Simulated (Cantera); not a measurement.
**Diamond growth**

A diamond (100) surface in a fixed gas of H2 with x(CH4) = 0.021, x(H) = 0.037, at 900 K, 0.0760 atm; coverages are run to steady state.

Detailed kinetics in Cantera: the Harris–Goodwin 1993 mechanism for the reconstructed diamond (100) surface.

```tsv
x(CH3)	growth (µm/h)	θ c6HH	θ c6H*	θ c6*H	θ c6**	θ c6HM
1e-06	0.0243	0.692	0.0110	0.293	0.00446	2.29e-5
2.5e-06	0.0607	0.692	0.0110	0.293	0.00446	5.73e-5
6e-06	0.146	0.692	0.0110	0.293	0.00446	0.000138
1.5e-05	0.364	0.692	0.0110	0.293	0.00446	0.000344
3.6e-05	0.874	0.691	0.0110	0.292	0.00445	0.000824
8.9e-05	2.16	0.690	0.0110	0.292	0.00445	0.00203
0.00022	5.31	0.688	0.0109	0.291	0.00443	0.00501
0.00054	12.9	0.682	0.0108	0.288	0.00438	0.0122
0.0013	30.4	0.667	0.0106	0.282	0.00426	0.0287
```
θ: site fractions in the mechanism's names (c6HH fully hydrogenated, c6H* and c6*H radical sites, c6** diradical, c6HM methylated).
